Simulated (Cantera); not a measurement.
Input (Python, Cantera) and output of one run.

```python
import numpy as np
import cantera as ct

gas_names = """
    B BH BH2 BH3 BO BO2 B2 B2O B2O2 B2O3 B3O3H3 H HBO HBO2 HO2 H2 H2O H2O2 H3B3O6 O OH O2 O3
""".split()
cond_names = """
    B(b) B(L) B2O3(L) B3O3H3(cr) H2O(s) H2O(L)
""".split()


# ... load() reads the species with a 1 bar reference pressure and builds the phases ...
atoms = {
    'B2O3': {'B': 2, 'O': 3},
    'H2O': {'H': 2, 'O': 1},
}
top_T = {}  # K; cautious upper limits of use, not melting points


# ... equilibrate(T, P, feed) seeds the gas with the atoms and calls Mixture.equilibrate('TP', solver="vcs", rtol=1e-11, max_steps=5000) ...
results = []
T = 2173  # K
P = 5900  # Pa
for m in [0.065, 0.12, 0.23, 0.43, 0.8, 1.5, 2.8, 5.3, 9.9]:
    feed = {'B2O3': 1, 'H2O': m}  # mol
    mix = equilibrate(T, P, feed)
    results.append((T, P, feed, dict(zip(mix.species_names, mix.species_moles))))
    x = sorted(zip(gas.X, gas.species_names), reverse=True)
    print(f"T = {T:g} K  P = {P:g} Pa  n(H2O) = {m:g} mol  gas = {mix.phase_moles(0):.4g} mol")
    print("   x: " + "  ".join(f"{s} {v:.3e}" for v, s in x if v > 0.001))
    print("   condensed (mol): " + ("  ".join(f"{mix.phase(i).name} {mix.phase_moles(i):.4g}"
          for i in range(1, mix.n_phases) if mix.phase_moles(i) > 1e-12) or "none"))
```

It prints:

```
T = 2173 K  P = 5900 Pa  n(H2O) = 0.065 mol  gas = 1.074 mol
   x: B2O3 8.661e-01  HBO2 1.131e-01  BO2 1.037e-02  BO 4.742e-03  H2O 1.988e-03  H2 1.222e-03
   condensed (mol): none
T = 2173 K  P = 5900 Pa  n(H2O) = 0.12 mol  gas = 1.13 mol
   x: B2O3 7.804e-01  HBO2 1.922e-01  BO2 1.186e-02  H2O 6.364e-03  BO 3.735e-03  H2 2.695e-03  H 1.031e-03
   condensed (mol): none
T = 2173 K  P = 5900 Pa  n(H2O) = 0.23 mol  gas = 1.242 mol
   x: B2O3 6.384e-01  HBO2 3.152e-01  H2O 2.093e-02  BO2 1.410e-02  H2 5.132e-03  BO 2.571e-03  H 1.423e-03
   condensed (mol): none
T = 2173 K  P = 5900 Pa  n(H2O) = 0.43 mol  gas = 1.447 mol
   x: B2O3 4.557e-01  HBO2 4.526e-01  H2O 6.046e-02  BO2 1.589e-02  H2 8.329e-03  H 1.813e-03  OH 1.762e-03  BO 1.628e-03
   condensed (mol): none
T = 2173 K  P = 5900 Pa  n(H2O) = 0.8 mol  gas = 1.825 mol
   x: HBO2 5.453e-01  B2O3 2.666e-01  H2O 1.500e-01  BO2 1.563e-02  H2 1.249e-02  OH 3.569e-03  O2 2.259e-03  H 2.221e-03
   condensed (mol): none
T = 2173 K  P = 5900 Pa  n(H2O) = 1.5 mol  gas = 2.542 mol
   x: HBO2 5.275e-01  H2O 3.044e-01  B2O3 1.229e-01  H2 1.757e-02  BO2 1.275e-02  OH 6.107e-03  O2 4.701e-03  H 2.634e-03
   condensed (mol): none
T = 2173 K  P = 5900 Pa  n(H2O) = 2.8 mol  gas = 3.872 mol
   x: H2O 4.882e-01  HBO2 4.132e-01  B2O3 4.703e-02  H2 2.249e-02  BO2 8.826e-03  OH 8.659e-03  O2 7.385e-03  H 2.979e-03
   condensed (mol): none
T = 2173 K  P = 5900 Pa  n(H2O) = 5.3 mol  gas = 6.43 mol
   x: H2O 6.536e-01  HBO2 2.744e-01  H2 2.639e-02  B2O3 1.549e-02  OH 1.070e-02  O2 9.611e-03  BO2 5.410e-03  H 3.228e-03
   condensed (mol): none
T = 2173 K  P = 5900 Pa  n(H2O) = 9.9 mol  gas = 11.14 mol
   x: H2O 7.689e-01  HBO2 1.666e-01  H2 2.892e-02  OH 1.203e-02  O2 1.108e-02  B2O3 4.853e-03  H 3.379e-03  BO2 3.137e-03
   condensed (mol): none
```

Method: chemical equilibrium by Gibbs-energy minimisation in Cantera with the NASA 1993 tables (ideal gas, pure condensed phases).
